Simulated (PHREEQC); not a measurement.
Dissolve 37 mmol/kgw Li2CO3 and 0.96 mmol/kgw Fe(NO3)3 at 58 °C. Closed to the air; pH follows from the charge balance.

Equilibrium calculation in PHREEQC: ion-association model, wateq4f.dat.

```csv
quantity,before,after
pH,10.45,10.25
ionic strength (mol/kgw),0.104,0.0498
```

**Question.** What was changed between the two runs?
A. Li2CO3 from 0.037 to 0.0074 mol/kgw
B. Li2CO3 from 0.037 to 0.0185 mol/kgw
C. Li2CO3 left out
D. Fe(NO3)3 replaced by Ba(NO3)2 at the same molality
E. Li2CO3 from 0.037 to 0.0333 mol/kgw

**Answer.** B, Li2CO3 from 0.037 to 0.0185 mol/kgw

No solid was allowed to form. Some of these states are supersaturated (in Hematite (slow to form), Goethite (slow to form), for instance). At this temperature some constants are extrapolated from 25 °C, and those without enthalpy data are left unchanged.
